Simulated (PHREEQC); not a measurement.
Consider water at 20 °C with 0.065 mol/kgw H2SO4, 0.00065 mol/kgw ZnSO4 and 0.0021 mol/kgw MnSO4. Closed to the air; pH follows from the charge balance.

The numbers come from PHREEQC with the ion-association model, wateq4f.dat.

Task: The ionic strength comes out as 0.104 mol/kgw. What activity coefficients do Zn+2, Mn+2, Zn(SO4)2-2, HSO4-, SO4-2 get?

Result: Zn+2 0.40, Mn+2 0.40, Zn(SO4)2-2 0.37, HSO4- 0.77, SO4-2 0.37.

This is a speciation only: nothing precipitates in the calculation.
